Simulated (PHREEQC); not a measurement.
Dissolve 0.014 mol HCl, 5.6e-05 mol NiSO4 and 0.00078 mol MnSO4 per kg of water at 25 °C. Closed to the air; pH follows from the charge balance.

Model: ion-association model, wateq4f.dat, run in PHREEQC.

Each row changes one thing in this solution. Precipitation was switched off in this run.

```json
[
 {"case": "as made", "pH": "1.91", "ionic strength (mol/kgw)": "0.0165", "SO4-2 (mol/kgw)": "0.000447", "HSO4- (mol/kgw)": "0.000366", "Ni+2 (mol/kgw)": "5.32e-5", "NiSO4 (mol/kgw)": "1.68e-6", "SI of Morenosite (NiSO4:7H2O)": "-5.70"},
 {"case": "0.018 mol/kgw CO2 added", "pH": "1.91", "ionic strength (mol/kgw)": "0.0165", "SO4-2 (mol/kgw)": "0.000447", "HSO4- (mol/kgw)": "0.000366", "Ni+2 (mol/kgw)": "5.32e-5", "NiSO4 (mol/kgw)": "1.68e-6", "SI of Morenosite (NiSO4:7H2O)": "-5.71"},
 {"case": "diluted 10-fold with water", "pH": "2.88", "ionic strength (mol/kgw)": "0.00171", "SO4-2 (mol/kgw)": "7.44e-5", "HSO4- (mol/kgw)": "8.41e-6", "Ni+2 (mol/kgw)": "5.53e-6", "NiSO4 (mol/kgw)": "5.56e-8", "SI of Morenosite (NiSO4:7H2O)": "-7.19"},
 {"case": "temperature from 25 to 90 °C", "pH": "1.93", "ionic strength (mol/kgw)": "0.0159", "SO4-2 (mol/kgw)": "0.000159", "HSO4- (mol/kgw)": "0.000657", "Ni+2 (mol/kgw)": "5.40e-5", "NiSO4 (mol/kgw)": "8.46e-7", "SI of Morenosite (NiSO4:7H2O)": "-6.59"},
 {"case": "NiSO4 from 5.6e-05 to 2.8e-05 mol/kgw", "pH": "1.91", "ionic strength (mol/kgw)": "0.0164", "SO4-2 (mol/kgw)": "0.000432", "HSO4- (mol/kgw)": "0.000354", "Ni+2 (mol/kgw)": "2.66e-5", "NiSO4 (mol/kgw)": "8.14e-7", "SI of Morenosite (NiSO4:7H2O)": "-6.02"},
 {"case": "diluted 100-fold with water", "pH": "3.86", "ionic strength (mol/kgw)": "0.000173", "SO4-2 (mol/kgw)": "8.24e-6", "HSO4- (mol/kgw)": "1.06e-7", "Ni+2 (mol/kgw)": "5.59e-7", "NiSO4 (mol/kgw)": "7.96e-10", "SI of Morenosite (NiSO4:7H2O)": "-9.03"},
 {"case": "MnSO4 left out", "pH": "1.90", "ionic strength (mol/kgw)": "0.0142", "SO4-2 (mol/kgw)": "3.00e-5", "HSO4- (mol/kgw)": "2.59e-5", "Ni+2 (mol/kgw)": "5.46e-5", "NiSO4 (mol/kgw)": "1.23e-7", "SI of Morenosite (NiSO4:7H2O)": "-6.84"},
 {"case": "0.00023 mol/kgw HNO3 added", "pH": "1.91", "ionic strength (mol/kgw)": "0.0167", "SO4-2 (mol/kgw)": "0.000444", "HSO4- (mol/kgw)": "0.000369", "Ni+2 (mol/kgw)": "5.32e-5", "NiSO4 (mol/kgw)": "1.66e-6", "SI of Morenosite (NiSO4:7H2O)": "-5.71"}
]
```

At this temperature some constants are extrapolated from 25 °C, and those without enthalpy data are left unchanged.
